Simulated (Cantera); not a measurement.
Charge: 1 mol c-C4F8, 0.0087 mol CH4, 0.96 mol Si, held at 500 °C and 7.20 Pa.

Method: chemical equilibrium by Gibbs-energy minimisation in Cantera with the NASA 1993 tables (ideal gas, pure condensed phases). Candidate condensed phases: C, C6H6, C7H8, C8H18, Si, SiC; 113 gas species. The feed counts by its element totals alone. Condensed phases not in the tables: fluorocarbon polymer. Gases not in the tables: C2F6 and larger saturated fluorocarbons. Equilibrium is a limit: real reactors are often held back by kinetics, nucleation or transport.

Q: What is the equilibrium state?

A: 
```json
{
  "x(CF4)": "0.509",
  "x(SiF4)": "0.474",
  "x(HF)": "0.0172",
  "n(C(graphite))": "2.98 mol",
  "gas_amount": "2.026 mol",
  "log10 activity of Si(s) (absent)": "-46.54"
}
```
